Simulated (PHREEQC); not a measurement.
Solution (25 °C): 0.007 mol NaF per kg of water. Closed to the air; pH follows from the charge balance.

Model: ion-association model, phreeqc.dat, run in PHREEQC.

Each row changes one thing in this solution. This is a speciation only: nothing precipitates in the calculation.

```csv
case,pH,NaF (mol/kgw),HF (mol/kgw),HF2- (mol/kgw)
as made,7.50,2.34e-5,3.05e-7,8.15e-9
NaF from 0.007 to 0.0007 mol/kgw,7.15,2.65e-7,7.26e-8,1.95e-10
NaF from 0.007 to 0.0105 mol/kgw,___,5.08e-5,3.76e-7,1.51e-8
diluted 10-fold with water,7.15,2.65e-7,7.26e-8,1.95e-10
NaF from 0.007 to 0.0077 mol/kgw,___,2.81e-5,3.20e-7,9.43e-9
```

Task: Some entries are withheld; supply them.

Result: 
- NaF from 0.007 to 0.0105 mol/kgw, pH: 7.57
- NaF from 0.007 to 0.0077 mol/kgw, pH: 7.51
